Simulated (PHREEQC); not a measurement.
Solution (71 °C): 0.027 mol/kgw NaHSO4, 0.15 mol/kgw Na2HPO4 and 0.018 mol/kgw KCl. Closed to the air; pH follows from the charge balance.

All values are PHREEQC results (ion-association model, phreeqc.dat), not measurements.

No solid was allowed to form.

What pH does the model give?

pH 7.18.

In which forms is P present?

HPO4-2 73 %, H2PO4- 18 %, NaHPO4- 8.8 % of the P.

Away from 25 °C the constants follow the database's enthalpies or fits; those with neither stay at their 25 °C values.
